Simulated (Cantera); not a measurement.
A counterflow diffusion flame at 43000 Pa, nozzles 20 mm apart: fuel side 40.0 % H2, 60.0 % N2 at 400 K, oxidiser side 18.0 % O2, 82.0 % N2 at 375 K, fuel mass flux 0.82 times the oxidiser's; mixture-averaged transport, no radiation.

Computed with Cantera and the H2/O2 subset of GRI-Mech 3.0, which has no nitrogen chemistry. The maximum strain rate includes the flame's own expansion and is several times the mean.

x: mole fraction; the columns are a selection and need not sum to one.

```json
[
 {"oxidiser flux (kg/m²/s)": "0.26", "max strain (1/s)": "312", "mean strain (1/s)": "79.6", "T max (K)": "1660", "peak x OH": "0.00667", "peak x H": "0.0152", "peak x H2O": "0.199", "peak x HO2": "5.72e-5"},
 {"oxidiser flux (kg/m²/s)": "0.35", "max strain (1/s)": "(withheld)", "mean strain (1/s)": "107", "T max (K)": "1627", "peak x OH": "0.00651", "peak x H": "0.0166", "peak x H2O": "0.197", "peak x HO2": "(withheld)"},
 {"oxidiser flux (kg/m²/s)": "0.47", "max strain (1/s)": "531", "mean strain (1/s)": "144", "T max (K)": "1593", "peak x OH": "0.00632", "peak x H": "0.0180", "peak x H2O": "0.195", "peak x HO2": "7.40e-5"},
 {"oxidiser flux (kg/m²/s)": "0.64", "max strain (1/s)": "704", "mean strain (1/s)": "196", "T max (K)": "1553", "peak x OH": "0.00604", "peak x H": "0.0194", "peak x H2O": "0.192", "peak x HO2": "8.34e-5"},
 {"oxidiser flux (kg/m²/s)": "0.87", "max strain (1/s)": "(withheld)", "mean strain (1/s)": "266", "T max (K)": "1513", "peak x OH": "0.00568", "peak x H": "0.0207", "peak x H2O": "0.189", "peak x HO2": "(withheld)"},
 {"oxidiser flux (kg/m²/s)": "1.2", "max strain (1/s)": "1250", "mean strain (1/s)": "367", "T max (K)": "1469", "peak x OH": "0.00527", "peak x H": "0.0220", "peak x H2O": "0.185", "peak x HO2": "0.000104"},
 {"oxidiser flux (kg/m²/s)": "1.6", "max strain (1/s)": "1630", "mean strain (1/s)": "490", "T max (K)": "1428", "peak x OH": "0.00486", "peak x H": "0.0230", "peak x H2O": "0.181", "peak x HO2": "0.000114"}
]
```

Q: What belongs in the gaps?

A: 
- 0.35, max strain (1/s): 406
- 0.35, peak x HO2: 6.54e-5
- 0.87, max strain (1/s): 931
- 0.87, peak x HO2: 9.29e-5
